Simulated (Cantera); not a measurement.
## Iron carbonyl, mercury and lead vapours: PbO + CO + H₂

A closed system holds: 1 mol PbO, 3.8 mol CO, 5.8 mol H₂, held at 0.840 bar.

Cantera equilibrium calculation (NASA polynomials, part measured and part estimated; ideal gas, pure solids and liquids). Candidate condensed phases: C, C₆H₆, C₇H₈, C₈H₁₈, H₂O, Pb, PbO, PbO₂, Pb₃O₄; 113 gas species. The numbers say what is thermodynamically allowed, not how fast it happens.

```
T (K)  log p H₂  log p CO  log p H₂O  log p CO₂  log p Pb  log p CH₄  n Pb(l)
-----  --------  --------  ---------  ---------  --------  ---------  -------
998       -0.36     -0.56      -1.25      -1.29     -4.81      -1.78    1.000
1048      -0.35     -0.54      -1.27      -1.39     -4.35      -2.27    0.999
1098      -0.34     -0.53      -1.27      -1.45     -3.93      -2.77    0.999
1148      -0.35     -0.52      -1.25      -1.50     -3.55      -3.25    0.997
1198      -0.35     -0.52      -1.23      -1.54     -3.20      -3.70    0.993
1248      -0.35     -0.52      -1.22      -1.57     -2.89      -4.12    0.985
1298      -0.35     -0.51      -1.20      -1.61     -2.59      -4.50    0.971
1348      -0.36     -0.51      -1.19      -1.64     -2.32      -4.86    0.945
1398      -0.36     -0.51      -1.18      -1.67     -2.07      -5.19    0.902
1448      -0.36     -0.51      -1.18      -1.70     -1.84      -5.50    0.830
1498      -0.37     -0.52      -1.18      -1.73     -1.62      -5.79    0.716
1548      -0.38     -0.52      -1.18      -1.77     -1.42      -6.08    0.539
```
log p: log10 of the partial pressure in bar; n: condensed amount in mol.

From 998 K to 1548 K the condensed part is Pb(l). The main Pb-bearing gas is Pb throughout. The share of Pb in condensed phases is highest at 998 K (100.0 %) and lowest at 1548 K (53.9 %).
